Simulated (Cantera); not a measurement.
Carbothermic reduction: Fe₂O₃ + CO + N₂

A closed system holds: 1 mol Fe₂O₃, 13 mol CO, 0.88 mol N₂, at 100000 Pa.

Cantera equilibrium calculation (NASA polynomials, part measured and part estimated; ideal gas, pure solids and liquids). Candidate condensed phases: C, Fe, Fe(CO)₅, FeO, Fe₂O₃, Fe₃O₄; 27 gas species. Each liquid is taken as pure. Mutual solubility and eutectic melting of coexisting phases are not modelled. The tables' stoichiometric FeO is somewhat more stable than real wüstite, so its field is too wide. FeO: taken at fixed stoichiometry. Equilibrium is a limit: real reactors are often held back by kinetics, nucleation or transport.

From 1552 °C to 1952 °C the condensed part is Fe(l) + FeO(l). At 2002 °C the condensed part is FeO(l). The main Fe-bearing gas is Fe throughout. The share of Fe in condensed phases is highest at 1552 °C (100.0 %) and lowest at 2002 °C (96.3 %).

```
T (°C)  log p CO  log p CO₂  log p N₂  log p Fe  log p FeO  log p NO  log p O  log p O₂  n Fe(l)  n FeO(l)
------  --------  ---------  --------  --------  ---------  --------  -------  --------  -------  --------
1552       -0.08      -1.01     -1.20     -4.38      -6.62     -7.06    -8.32     -9.02    0.353      1.65
1602       -0.07      -1.03     -1.20     -4.09      -6.27     -6.80    -7.93     -8.63    0.307      1.69
1652       -0.07      -1.04     -1.20     -3.82      -5.93     -6.55    -7.56     -8.26    0.263      1.73
1702       -0.07      -1.05     -1.20     -3.56      -5.62     -6.31    -7.21     -7.91    0.222      1.77
1752       -0.07      -1.07     -1.20     -3.32      -5.32     -6.08    -6.88     -7.57    0.183      1.81
1802       -0.07      -1.08     -1.20     -3.09      -5.04     -5.86    -6.56     -7.25    0.146      1.84
1852       -0.07      -1.09     -1.20     -2.87      -4.77     -5.66    -6.26     -6.95    0.107      1.87
1902       -0.07      -1.10     -1.20     -2.66      -4.51     -5.46    -5.97     -6.66   0.0672      1.90
1952       -0.07      -1.11     -1.20     -2.46      -4.27     -5.28    -5.69     -6.39   0.0229      1.93
2002       -0.07      -1.11     -1.20     -2.28      -4.03     -5.09    -5.42     -6.10        0      1.93
```
log p: log10 of the partial pressure in bar; n: condensed amount in mol.
